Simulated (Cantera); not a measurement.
Adiabatic ignition

An adiabatic, constant-volume homogeneous reactor starts with CH4 : C2H6 : O2 : N2 : CO2 = 1 : 0.11 : 0.994 : 3.74 : 0.22 (molar parts), equivalence ratio 2.4, at 1175 K and 21.0 bar.

Detailed kinetics in Cantera: GRI-Mech 3.0 (53 species, 325 reactions). The pressure lies above the range GRI-Mech 3.0 was tuned for (to about 10 atm).

```csv
t (s),T (K),P (bar),x CH4,x C2H6,x O2,x C2H4,x NO2,x HO2,x C2H2
8.00e-6,1175,21.0,0.165,0.0181,0.164,8.50e-8,<1e-12,2.00e-7,<1e-12
2.28e-5,1175,21.0,0.165,0.0181,0.164,6.17e-7,<1e-12,8.16e-7,<1e-12
6.51e-5,1175,21.0,0.165,0.0181,0.164,5.04e-6,<1e-12,3.60e-6,9.35e-12
0.000186,1176,21.0,0.165,0.0181,0.164,9.28e-5,<1e-12,1.96e-5,2.35e-9
0.000530,1223,21.9,0.158,0.0154,0.156,0.00319,<1e-12,0.000123,2.68e-6
0.00151,2281,50.5,9.45e-5,9.95e-10,2.30e-8,4.24e-7,1.28e-11,1.31e-10,2.50e-5
0.00431,2280,50.5,2.64e-7,<1e-12,2.28e-8,5.25e-12,1.30e-11,1.30e-10,3.11e-10
0.0123,2280,50.5,2.64e-7,<1e-12,2.28e-8,5.25e-12,1.24e-11,1.30e-10,3.11e-10
0.0351,2280,50.5,2.64e-7,<1e-12,2.28e-8,5.25e-12,1.14e-11,1.30e-10,3.11e-10
0.100,2280,50.5,2.64e-7,<1e-12,2.28e-8,5.25e-12,1.07e-11,1.30e-10,3.11e-10
```
x: mole fraction; the columns are a selection and need not sum to one.

The time of steepest temperature rise comes out as 0.619 ms and the temperature at 0.100 s is 2280 K. The equilibrium temperature is 2280 K. The x(CH4) at 0.100 s is 2.64e-7 (gas-phase equilibrium 2.88e-7) and the x(C2H6) at 0.100 s comes out as <1e-12 (gas-phase equilibrium <1e-12). The x(O2) at 0.100 s is 2.28e-8 (gas-phase equilibrium 2.28e-8).
